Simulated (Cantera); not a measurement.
A perfectly stirred reactor is fed with CH₄ : O₂ : N₂ = 0.016 : 0.03 : 1 (molar parts), at 1000000 Pa; it is held at 1048 K, and followed from long to short residence time.

Cantera simulation using GRI-Mech 3.0 (53 species, 325 reactions); the numbers are that mechanism's predictions, not measurements. The temperature is held fixed by assumption; the heat of reaction is taken as removed at once.

x: mole fraction; the columns are a selection and need not sum to one.

```csv
τ (s),x CH₄,x O₂,x CH₃,x CO₂,x H₂,x N₂O,x C₂H₂
0.71,0.00175,0.00472,8.18e-7,0.00856,0.000961,8.68e-8,8.97e-7
0.35,0.00246,0.00677,1.13e-6,0.00689,0.00113,6.20e-8,1.13e-6
0.17,0.00355,0.00956,1.56e-6,0.00499,0.00134,4.00e-8,1.45e-6
0.082,0.00517,0.0132,2.13e-6,0.00308,0.00151,2.34e-8,1.73e-6
0.040,?,?,?,?,0.00151,?,1.68e-6
0.019,0.0108,0.0229,3.39e-6,0.000375,0.00107,5.00e-9,8.86e-7
0.0094,0.0153,0.0287,1.04e-7,5.34e-11,3.51e-8,2.66e-12,<1e-12
0.0046,0.0153,0.0287,6.87e-8,1.08e-11,9.01e-9,<1e-12,<1e-12
0.0022,0.0153,0.0287,3.21e-8,1.10e-12,1.61e-9,<1e-12,<1e-12
0.0011,0.0153,0.0287,?,<1e-12,2.80e-10,<1e-12,<1e-12
```

Question: Fill in the missing entries.

Answer: 
- 0.040, x CH₄: 0.00745
- 0.040, x O₂: 0.0176
- 0.040, x CH₃: 2.80e-6
- 0.040, x CO₂: 0.00148
- 0.040, x N₂O: 1.23e-8
- 0.0011, x CH₃: 1.27e-8
